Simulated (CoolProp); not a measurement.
Dodecamethylcyclohexasiloxane (D6) at 453.12 K and 0.444 MPa is throttled through a valve to 0.151 MPa with no heat exchange. Each further row changes one setting.

Model: reference Helmholtz-energy equation of state, Colonna 2008, in CoolProp. It is a short technical equation, of lower accuracy than the large ones.

| case | temperature change (K) | final density (kg/m³) |
|---|---|---|
| as stated | +0.1 | 792 |
| outlet pressure 0.0453 MPa | +0.1 | 792 |
| outlet pressure 0.196 MPa | +0.0 | 793 |
